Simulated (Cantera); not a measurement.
Feed: 1 mol AlN, 0.37 mol H₂O, at 19.0 Pa.

Cantera equilibrium calculation (NASA polynomials, part measured and part estimated; ideal gas, pure solids and liquids). Candidate condensed phases: Al, AlN, Al₂O₃, H₂O; 35 gas species. Mutual solubility and eutectic melting of coexisting phases are not modelled. Rates play no part. All values below are at 1623 K.

Base state: H₂ 0.743, N₂ 0.250, H 0.00432, Al 0.00226, Al₂O 0.000407, AlH 2.08e-5 (mole fractions); condensed: AlN(s) + Al₂O₃(s).

What changes in the equilibrium state with this change: pressure from 19.0 Pa to 0.133 bar?


```
species          before     after
-------------  --------  --------
H₂                0.743     0.750
N₂                0.250     0.250
H               0.00432  0.000164
Al              0.00226   1.21e-7
Al₂O           0.000407   7.34e-9
AlH             2.08e-5   2.97e-8
H₂O             1.16e-6   1.04e-5
AlN(s), mol       0.752     0.753
Al₂O₃(s), mol     0.123     0.123
```
